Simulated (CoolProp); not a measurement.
Vapour-liquid equilibrium of ethane (1) + propane (2) at 0.602 MPa; x and y are mole fractions of (1).

The numbers come from the multi-fluid Helmholtz-energy mixture model, Bücker 2006 and Lemmon 2009; pair parameters Kunz 2012 in CoolProp.

```csv
x,"bubble temperature, mixture model (K)","bubble temperature, Raoult's law (K)","y, mixture model","y, Raoult's law"
0.05,276.1,275.0,0.164,0.207
0.2,263.1,260.6,0.506,0.578
0.35,252.9,250.3,0.706,0.762
0.5,244.6,242.4,___,0.865
0.65,___,236.2,0.908,0.926
0.8,231.9,231.1,___,0.966
0.95,227.0,226.9,0.992,0.993
```

Problem. What belongs in the gaps?

Solution. 
- 0.5, y, mixture model: 0.829
- 0.65, bubble temperature, mixture model (K): 237.7
- 0.8, y, mixture model: 0.959

The largest gap from Raoult's law is +2.6 K in bubble temperature, at x = 0.35. No azeotrope shows between x = 0.05 and 0.95.

Pair parameters are fitted to limited data, so mixtures are less certain than the pure fluids.
